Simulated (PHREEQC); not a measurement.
A PHREEQC speciation (ion-association model, wateq4f.dat) at 25 °C gives pH 1.84 and these molalities:

```json
[
 {"species": "NH4+", "mol/kgw": "0.0258"},
 {"species": "H+", "mol/kgw": "0.0169"},
 {"species": "SO4-2", "mol/kgw": "0.0147"},
 {"species": "HSO4-", "mol/kgw": "0.0112"},
 {"species": "NH4SO4-", "mol/kgw": "0.00216"}
]
```

Question: What are the element totals, and what could have been dissolved in 1 kg of water to give them?

Answer: This is not unique; one that fits is totals N(-3) 0.0280, S(6) 0.0280 mol/kgw, from 28 mmol/kgw NH4HSO4.

This is a speciation only: nothing precipitates in the calculation. Complexes and solids missing from the database can't appear.
